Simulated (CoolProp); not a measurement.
Properties of C3F8 (R218) along the isobar 18 bar.

Computed with CoolProp (reference Helmholtz-energy equation of state, Lemmon 2006). It is a short technical equation, of lower accuracy than the large ones.

| T (K) | phase | density (kg/m³) | Joule-Thomson coefficient (K/MPa) | viscosity (µPa s) |
|---|---|---|---|---|
| 250.2 | liquid | 1565 | -0.2271 | 362 |
| 258.8 | liquid | 1530 | -0.1849 | 317 |
| 267.4 | liquid | 1493 | -0.1340 | 278 |
| 276.1 | liquid | 1453 | -0.07037 | 244 |
| 284.7 | liquid | 1412 | 0.009732 | 215 |
| 293.3 | liquid | 1367 | 0.1157 | 188 |
| 302 | liquid | 1316 | 0.2657 | 164 |
| 310.6 | liquid | 1259 | 0.4907 | 142 |
| 319.3 | liquid | 1190 | 0.8872 | 120 |
| 336.5 | gas | 183.8 | 15.74 | 16.4 |
| 345.2 | gas | 166.7 | 12.95 | 16.4 |
| 353.8 | gas | 154.7 | 11.10 | 16.4 |
| 362.4 | gas | 145.3 | 9.727 | 16.6 |
| 371.1 | gas | 137.5 | 8.651 | 16.8 |

Viscosity comes from a separate model (Huber 2003), an estimate that may be off by 10 % or more.
